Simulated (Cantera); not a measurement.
Input (Python, Cantera) and output of one run.

```python
import numpy as np
import cantera as ct

gas_names = """
    O2 TaO2 B2O3 CO
""".split()
cond_names = """
    Ta(cr) Ta(L) B(b) B(L) C(gr)
""".split()


def load(file, names, dense=False):
    # The tables refer to 1 bar. Condensed volumes are neglected.
    table = {s.name: s for s in ct.Species.list_from_file(file)}
    out = []
    for n in names:
        d = dict(table[n].input_data)
        d["thermo"] = dict(d["thermo"], **{"reference-pressure": 1e5})
        if dense:
            d["equation-of-state"] = {"model": "constant-volume", "density": "1e6 g/cm^3"}
        out.append(ct.Species.from_dict(d))
    return out


species = {s.name: s for s in load("nasa_gas.yaml", gas_names) + load("nasa_condensed.yaml", cond_names)}
# Each term lists the table entries of one substance; the one whose range holds T is used.
reactions = {
    'Ta + O2(g) = TaO2(g)':
        [(-1, ['Ta(cr)', 'Ta(L)']), (-1, ['O2']), (1, ['TaO2'])],
    '1.333 B + O2(g) = 0.6667 B2O3(g)':
        [(-1.3333333333333333, ['B(b)', 'B(L)']), (-1, ['O2']), (0.6666666666666666, ['B2O3'])],
    '2 C + O2(g) = 2 CO(g)':
        [(-2, ['C(gr)']), (-1, ['O2']), (2, ['CO'])],
}


def pick(names, T):
    return next(species[n] for n in names if species[n].thermo.min_temp <= T <= species[n].thermo.max_temp)


results = []
for label, terms in reactions.items():
    print(label)
    print("     T/K   dH/kJ  dS/(J/K)   dG/kJ   log10 K")
    for T in [300, 1850, 1900, 1950, 2000, 2050, 2100, 2150, 2200]:
        used = [(nu, pick(names, T)) for nu, names in terms]
        dH = sum(nu * s.thermo.h(T) for nu, s in used) / 1e6
        dS = sum(nu * s.thermo.s(T) for nu, s in used) / 1e3
        dG = dH - T * dS / 1e3
        logK = -dG * 1e6 / (ct.gas_constant * T * np.log(10))
        results.append((label, T, dH, dS, dG, logK, [s.name for _, s in used]))
        print(f"{T:8g} {dH:8.1f} {dS:8.1f} {dG:8.1f} {logK:8.2f}")
```

Output:

```
Ta + O2(g) = TaO2(g)
     T/K   dH/kJ  dS/(J/K)   dG/kJ   log10 K
     300   -200.9     33.6   -210.9    36.73
    1850   -213.2     19.3   -249.0     7.03
    1900   -213.8     19.0   -249.9     6.87
    1950   -214.3     18.8   -250.9     6.72
    2000   -214.9     18.5   -251.8     6.58
    2050   -215.4     18.2   -252.7     6.44
    2100   -216.0     17.9   -253.6     6.31
    2150   -216.6     17.6   -254.5     6.18
    2200   -217.2     17.3   -255.4     6.06
1.333 B + O2(g) = 0.6667 B2O3(g)
     T/K   dH/kJ  dS/(J/K)   dG/kJ   log10 K
     300   -557.3    -23.7   -550.2    95.80
    1850   -564.0    -30.0   -508.5    14.36
    1900   -564.4    -30.2   -506.9    13.94
    1950   -564.7    -30.4   -505.4    13.54
    2000   -565.1    -30.6   -503.9    13.16
    2050   -565.5    -30.8   -502.4    12.80
    2100   -565.9    -31.0   -500.8    12.46
    2150   -566.3    -31.2   -499.3    12.13
    2200   -566.7    -31.4   -497.7    11.82
2 C + O2(g) = 2 CO(g)
     T/K   dH/kJ  dS/(J/K)   dG/kJ   log10 K
     300   -221.0    178.8   -274.7    47.82
    1850   -235.5    168.3   -547.0    15.44
    1900   -236.3    167.9   -555.4    15.27
    1950   -237.1    167.5   -563.7    15.10
    2000   -237.8    167.1   -572.1    14.94
    2050   -238.6    166.7   -580.5    14.79
    2100   -239.4    166.4   -588.8    14.65
    2150   -240.2    166.0   -597.1    14.51
    2200   -241.0    165.6   -605.4    14.37
```

Cantera with NASA thermochemical tables; ideal gases at 1 bar, condensed phases pure. Condensed species are held in their standard states even where they would react or evaporate.
